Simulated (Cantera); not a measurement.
Input (Python, Cantera):

```python
import numpy as np
import cantera as ct

gas = ct.Solution("gri30.yaml")
gas.TPX = 475, 500000, {'CH4': 1, 'O2': 2.7, 'N2': 10.2, 'H2O': 2.5}
inlet = ct.Reservoir(gas, clone=True)
gas.equilibrate("HP")  # start burning
reactor = ct.IdealGasConstPressureReactor(gas, energy="on", clone=False)
exhaust = ct.Reservoir(gas, clone=True)
tau = [0.13, 0.066, 0.033, 0.017, 0.0087, 0.0044, 0.0023, 0.0012, 0.00059, 0.0003, 0.00015, 7.8e-05][0]
for a, b in ((inlet, reactor), (reactor, exhaust)):
    ct.MassFlowController(a, b, mdot=lambda t: reactor.mass / tau)
net = ct.ReactorNet([reactor])
show = ['CH4', 'O2', 'H2O', 'NO', 'CH3', 'O']

rows = []
print(f"{'tau/s':>10s}{'T/K':>9s}" + "".join(f"{s:>11s}" for s in show))
for tau in [0.13, 0.066, 0.033, 0.017, 0.0087, 0.0044, 0.0023, 0.0012, 0.00059, 0.0003, 0.00015, 7.8e-05]:
    net.initial_time = 0.0
    net.advance(30 * tau)
    before = gas.X
    net.advance(40 * tau)
    drift = np.max(np.abs(gas.X - before) / (gas.X + 1e-9))
    rows.append([gas.T, *gas[show].X, drift])
    print(f"{tau:10.3e}{gas.T:9.1f}" + "".join(f"{x:11.3e}" for x in gas[show].X))
```

Result:

```
     tau/s      T/K        CH4         O2        H2O         NO        CH3          O
 1.300e-01   1787.7  5.583e-06  4.261e-02  2.740e-01  8.367e-06  1.256e-06  1.417e-05
 6.600e-02   1786.9  9.635e-06  4.264e-02  2.739e-01  6.069e-06  2.227e-06  1.734e-05
 3.300e-02   1785.5  1.622e-05  4.269e-02  2.738e-01  4.931e-06  3.863e-06  2.267e-05
 1.700e-02   1783.4  2.607e-05  4.278e-02  2.736e-01  4.451e-06  6.367e-06  3.064e-05
 8.700e-03   1780.3  4.166e-05  4.293e-02  2.734e-01  4.278e-06  1.034e-05  4.270e-05
 4.400e-03   1775.3  6.725e-05  4.319e-02  2.730e-01  4.229e-06  1.673e-05  6.062e-05
 2.300e-03   1768.0  1.075e-04  4.363e-02  2.725e-01  4.154e-06  2.632e-05  8.449e-05
 1.200e-03   1756.4  1.772e-04  4.437e-02  2.718e-01  3.938e-06  4.175e-05  1.157e-04
 5.900e-04   1734.5  3.298e-04  4.591e-02  2.705e-01  3.388e-06  7.164e-05  1.535e-04
 3.000e-04   1681.5  8.379e-04  5.010e-02  2.676e-01  1.884e-06  1.468e-04  1.528e-04
 1.500e-04    475.0  6.098e-02  1.646e-01  1.524e-01 -2.278e-21 -1.019e-20 -7.928e-30
 7.800e-05    475.0  6.098e-02  1.646e-01  1.524e-01 -4.381e-24  6.928e-23  2.039e-32
```

Cantera simulation using GRI-Mech 3.0 (53 species, 325 reactions); the numbers are that mechanism's predictions, not measurements.
